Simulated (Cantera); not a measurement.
A perfectly stirred reactor is fed with H2 : O2 : N2 = 0.31 : 1 : 0.62 (molar parts), equivalence ratio 0.15, at 1.00 bar; it is held at 1375 K, and followed from long to short residence time.

Model: the H2/O2 subset of GRI-Mech 3.0, which has no nitrogen chemistry, integrated in Cantera. The temperature is held fixed by assumption; the heat of reaction is taken as removed at once.

### Question
Predict: x(H2) at τ = 5.70 s; x(O2) at τ = 5.70 s; x(OH) at τ = 5.70 s; x(H2O2) at τ = 5.70 s; x(H2O) at τ = 5.70 s; x(H2) at τ = 49.0 ms; x(O2) at τ = 49.0 ms; x(OH) at τ = 49.0 ms; x(H2O2) at τ = 49.0 ms; x(H2O) at τ = 49.0 ms.

### Answer
- x(H2) at τ = 5.70 s: 9.86e-6
- x(O2) at τ = 5.70 s: 0.476
- x(OH) at τ = 5.70 s: 0.000116
- x(H2O2) at τ = 5.70 s: 7.20e-8
- x(H2O) at τ = 5.70 s: 0.175
- x(H2) at τ = 49.0 ms: 0.000232
- x(O2) at τ = 49.0 ms: 0.476
- x(OH) at τ = 49.0 ms: 0.000548
- x(H2O2) at τ = 49.0 ms: 7.27e-7
- x(H2O) at τ = 49.0 ms: 0.174
